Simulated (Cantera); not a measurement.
A Cantera script and what it prints.

```python
import numpy as np
import cantera as ct

gas_names = [...]  # 113 gases of nasa_gas.yaml made of C, Cu, H, O
cond_names = """
    C(gr) C6H6(L) C7H8(L) C8H18(L),n-octa Cu(cr) Cu(L) CuO(s) CuO2H2(s) Cu2O(s) Cu2O(L) H2O(s) H2O(L)
""".split()


# ... load() reads the species with a 1 bar reference pressure and builds the phases ...
atoms = {
    'Cu2O': {'Cu': 2, 'O': 1},
    'CH4': {'C': 1, 'H': 4},
    'CO': {'C': 1, 'O': 1},
}
top_T = {'C(gr)': 4500, 'CuO(s)': 1390}  # K; cautious upper limits of use, not melting points


# ... equilibrate(T, P, feed) seeds the gas with the atoms and calls Mixture.equilibrate('TP', solver="vcs", rtol=1e-11, max_steps=5000) ...
results = []
feed = {'Cu2O': 1, 'CH4': 0.34, 'CO': 0.2}  # mol
P = 46000  # Pa
for T in [1248, 1348, 1448, 1548, 1648, 1748, 1848, 1948, 2048, 2148, 2248, 2348]:
    mix = equilibrate(T, P, feed)
    results.append((T, P, feed, dict(zip(mix.species_names, mix.species_moles))))

top = {s: max(r[3][s] / sum(r[3][g] for g in gas_names) for r in results) for s in gas_names}
cols = sorted((s for s in top if top[s] > 0.0001), key=lambda s: -top[s])[:9]
seen = [c for c in cond_names if any(r[3].get(c, 0) > 1e-12 for r in results)]
print("log10 of partial pressures in bar; condensed amounts in mol")
print(f"{'T/K':>10s}" + "".join(f"{s[:9]:>10s}" for s in cols + seen))
for T, P, feed, n in results:
    ng = sum(n[g] for g in gas_names)
    print(f"{T:10.4g}" + "".join(f"{np.log10(max(n[s] / ng * P / 1e5, 1e-99)):10.3f}" for s in cols)
          + "".join(f"{n.get(c, 0):10.4g}" for c in seen))
```

It prints:

```
log10 of partial pressures in bar; condensed amounts in mol
       T/K       H2O        CO        H2       CO2        Cu         H        OH       Cu2        O2    Cu(cr)     Cu(L)
      1248    -0.821    -0.975    -0.978    -1.010    -7.356    -6.820    -8.653   -11.672   -14.643         2         0
      1348    -0.803    -0.950    -1.005    -1.039    -6.329    -6.138    -7.729   -10.219   -13.005         2         0
      1448    -0.789    -0.930    -1.028    -1.065    -5.479    -5.550    -6.933    -9.038   -11.592         0         2
      1548    -0.777    -0.914    -1.049    -1.087    -4.745    -5.036    -6.240    -8.022   -10.362         0         2
      1648    -0.768    -0.901    -1.067    -1.107    -4.102    -4.584    -5.632    -7.135    -9.281         0         2
      1748    -0.760    -0.891    -1.084    -1.125    -3.536    -4.183    -5.093    -6.354    -8.323         0     1.999
      1848    -0.754    -0.883    -1.099    -1.141    -3.032    -3.825    -4.614    -5.662    -7.470         0     1.998
      1948    -0.751    -0.877    -1.113    -1.157    -2.582    -3.504    -4.184    -5.045    -6.705         0     1.993
      2048    -0.750    -0.875    -1.129    -1.173    -2.177    -3.214    -3.798    -4.492    -6.014         0     1.982
      2148    -0.756    -0.878    -1.149    -1.193    -1.811    -2.954    -3.451    -3.993    -5.388         0     1.957
      2248    -0.772    -0.892    -1.177    -1.222    -1.479    -2.723    -3.141    -3.542    -4.819         0     1.903
      2348    -0.808    -0.925    -1.224    -1.268    -1.176    -2.521    -2.869    -3.131    -4.299         0     1.787
```

Cantera equilibrium calculation (NASA polynomials, part measured and part estimated; ideal gas, pure solids and liquids).
